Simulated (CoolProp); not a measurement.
Vapour-liquid equilibrium of n-hexane (1) + p-xylene (2) at 160.95 °C; x and y are mole fractions of (1).

Model: multi-fluid Helmholtz-energy mixture model, Thol 2019 and Zhou 2012; pair parameters Bell 2016, in CoolProp.

| x | bubble pressure, mixture model (MPa) | bubble pressure, Raoult's law (MPa) | y, mixture model | y, Raoult's law |
|---|---|---|---|---|
| 0.05 | … | 0.2164 | … | 0.214 |
| 0.15 | 0.3033 | 0.2913 | 0.470 | 0.478 |
| 0.25 | 0.3806 | 0.3661 | 0.612 | 0.633 |
| 0.35 | 0.4544 | 0.4410 | 0.706 | 0.736 |
| 0.45 | 0.5258 | 0.5159 | 0.774 | 0.809 |
| 0.55 | 0.5958 | 0.5908 | 0.827 | 0.864 |
| 0.65 | 0.6656 | 0.6657 | 0.872 | 0.906 |
| 0.75 | 0.7365 | 0.7406 | 0.911 | 0.940 |
| 0.85 | 0.8098 | 0.8154 | 0.948 | 0.967 |
| 0.95 | … | 0.8903 | 0.983 | 0.990 |

### Question
Complete the blanks.

### Answer

- 0.05, bubble pressure, mixture model (MPa): 0.2216
- 0.05, y, mixture model: 0.219
- 0.95, bubble pressure, mixture model (MPa): 0.8871

The largest gap from Raoult's law is +4.1 % in bubble pressure, at x = 0.15. No azeotrope shows between x = 0.05 and 0.95.

Pair parameters are fitted to limited data, so mixtures are less certain than the pure fluids. The gap from Raoult's law changes sign with composition, which may be real or a fault of the pair parameters; it wasn't checked against measurements.
